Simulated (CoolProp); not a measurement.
Vapour-liquid equilibrium of ethanol (1) + dimethyl carbonate (2) at 446.5 K; x and y are mole fractions of (1).

Model: multi-fluid Helmholtz-energy mixture model, Schroeder 2014 and Zhou 2011; pair parameters Bell 2016, in CoolProp.

| x | bubble pressure, mixture model (bar) | bubble pressure, Raoult's law (bar) | y, mixture model | y, Raoult's law |
|---|---|---|---|---|
| 0.05 | ___ | 8.627 | 0.147 | 0.099 |
| 0.125 | ___ | 9.298 | ___ | 0.230 |
| 0.2 | 12.06 | 9.969 | 0.402 | 0.344 |
| 0.275 | 13.11 | 10.64 | ___ | 0.443 |
| 0.35 | 13.98 | 11.31 | 0.544 | 0.530 |
| 0.425 | 14.72 | 11.98 | 0.598 | 0.607 |
| 0.5 | 15.35 | 12.65 | 0.645 | 0.677 |
| 0.575 | 15.88 | 13.32 | ___ | 0.739 |
| 0.65 | ___ | 13.99 | ___ | 0.795 |
| 0.725 | 16.69 | 14.66 | 0.780 | 0.847 |
| 0.8 | 16.97 | 15.33 | 0.829 | 0.893 |
| 0.875 | 17.15 | 16.01 | 0.884 | 0.936 |
| 0.95 | 17.19 | 16.68 | 0.949 | 0.975 |

**Question.** Complete the blanks.

**Answer.** 
- 0.05, bubble pressure, mixture model (bar): 9.329
- 0.125, bubble pressure, mixture model (bar): 10.82
- 0.125, y, mixture model: 0.298
- 0.275, y, mixture model: 0.481
- 0.575, y, mixture model: 0.690
- 0.65, bubble pressure, mixture model (bar): 16.33
- 0.65, y, mixture model: 0.734

The largest gap from Raoult's law is +23.6 % in bubble pressure, at x = 0.35. y crosses x between x = 0.875 and 0.95: the model has an azeotrope there.

The pair parameters rest on a limited set of measurements; away from them the model extrapolates.
